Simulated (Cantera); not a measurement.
A jet of 1.76 % H₂, 16.5 % O₂, 81.7 % N₂, equivalence ratio 0.053 at 300 K and 74.3 Torr hits a platinum plate 7.3 cm away at a mass flux of 0.074 kg/m²/s; the plate temperature is set and raised in steps from an oxygen-covered start.

Cantera simulation using Deutschmann's 1995 Pt surface mechanism with GRI-Mech 3.0 gas chemistry; the numbers are that mechanism's predictions, not measurements. Catalytic surfaces can have several steady states; this one follows from the mechanism file's or the stated starting coverage.

One state of this run: wall x H₂ = 0.000790; wall x O₂ = 0.148; wall x H₂O = 0.0318; wall x OH = 1.26e-8; θ free Pt = 0.126; θ O* = 0.872; θ OH* = 0.00156. x: mole fraction at the wall; θ: surface coverage.

Which value of plate T (K) does it belong to?
A. 850
B. 950
C. 800
D. 750

A, 850
